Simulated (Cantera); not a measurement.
# MgSO4 + H2 + CO2 (calcination and drying)

A closed system holds: 1 mol MgSO4, 1.7 mol H2, 0.028 mol CO2, at 1 atm.

Equilibrium computed with Cantera from the NASA thermochemical tables; the gas is ideal and each condensed phase is pure. Candidate condensed phases: C, C6H6, C7H8, C8H18, H2O, H2SO4, Mg, MgCO3, MgO, Mg(OH)2, MgS, MgSO4, S; 130 gas species. Rates play no part.

| T (K) | x H2O | x SO2 | x H2 | x S2 | x SO | x H2S | x CO2 | n MgO(s) |
|---|---|---|---|---|---|---|---|---|
| 1450 | 0.624 | 0.274 | 0.0209 | 0.0449 | 0.00148 | 0.0208 | 0.0101 | 1.00 |
| 1525 | 0.618 | 0.275 | 0.0273 | 0.0443 | 0.00242 | 0.0187 | 0.00975 | 1.00 |
| 1600 | 0.611 | 0.277 | 0.0346 | 0.0432 | 0.00377 | 0.0167 | 0.00930 | 1.000 |
| 1675 | 0.602 | 0.279 | 0.0427 | 0.0416 | 0.00564 | 0.0149 | 0.00879 | 1.000 |
| 1750 | 0.593 | 0.280 | 0.0513 | 0.0395 | 0.00810 | 0.0132 | 0.00823 | 1.000 |
| 1825 | 0.582 | 0.282 | 0.0603 | 0.0370 | 0.0113 | 0.0116 | 0.00766 | 1.000 |
| 1900 | 0.571 | 0.283 | 0.0696 | 0.0341 | 0.0151 | 0.0102 | 0.00710 | 1.000 |
| 1975 | 0.560 | 0.284 | 0.0787 | 0.0309 | 0.0198 | 0.00882 | 0.00655 | 1.000 |
| 2050 | 0.549 | 0.285 | 0.0877 | 0.0275 | 0.0252 | 0.00756 | 0.00604 | 1.000 |
| 2125 | 0.538 | 0.285 | 0.0961 | 0.0239 | 0.0313 | 0.00641 | 0.00558 | 1.000 |
x: gas mole fraction; n: condensed amount in mol.

From 1450 K to 2125 K the condensed part is MgO(s). The main Mg-bearing gas is Mg(OH)2 throughout.
